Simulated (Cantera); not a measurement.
What does this Cantera script print?

```python
import numpy as np
import cantera as ct

gas_names = """
    CL CL2 H HCL H2 Si SiCL SiCL2 SiCL3 SiCL4 SiH SiHCL3 SiH2 SiH2CL2 SiH3 SiH3CL SiH4 Si2 Si3
""".split()
cond_names = """
    Si(cr) Si(L)
""".split()


# ... load() reads the species with a 1 bar reference pressure and builds the phases ...
atoms = {
    'SiH4': {'Si': 1, 'H': 4},
    'Cl2': {'CL': 2},
    'H2': {'H': 2},
}
top_T = {}  # K; cautious upper limits of use, not melting points


# ... equilibrate(T, P, feed) seeds the gas with the atoms and calls Mixture.equilibrate('TP', solver="vcs", rtol=1e-11, max_steps=5000) ...
results = []
feed = {'SiH4': 1, 'Cl2': 0.058, 'H2': 4}  # mol
T = 800  # K
P = 1333.22  # Pa
mix = equilibrate(T, P, feed)
results.append((T, P, feed, dict(zip(mix.species_names, mix.species_moles))))
print(gas.report(threshold=0.0001))
for i in range(1, mix.n_phases):
    print(f"{mix.phase(i).name:16s} {mix.phase_moles(i):12.5e} mol")
```

Result:

```
       temperature   800 K
          pressure   1333.2 Pa
           density   0.00056587 kg/m^3
  mean mol. weight   2.8232 kg/kmol
   phase of matter   gas

                          1 kg             1 kmol
                     ---------------   ---------------
          enthalpy        4.1816e+06        1.1805e+07  J
   internal energy        1.8255e+06        5.1537e+06  J
           entropy             69846        1.9719e+05  J/K
    Gibbs function       -5.1695e+07       -1.4594e+08  J
 heat capacity c_p             10614             29965  J/K
 heat capacity c_v            7668.8             21650  J/K

                      mass frac. Y      mole frac. X     chem. pot. / RT
                     ---------------   ---------------   ---------------
               HCL          0.022879         0.0017717           -48.277
                H2            0.7094           0.99343           -21.305
             SiCL4            0.1886         0.0031342           -153.73
            SiHCL3          0.076213         0.0015886           -126.76
     [  +15 minor]         0.0029108        7.8473e-05

Si(cr)            9.71053e-01 mol
```

Cantera equilibrium calculation (NASA polynomials, part measured and part estimated; ideal gas, pure solids and liquids).
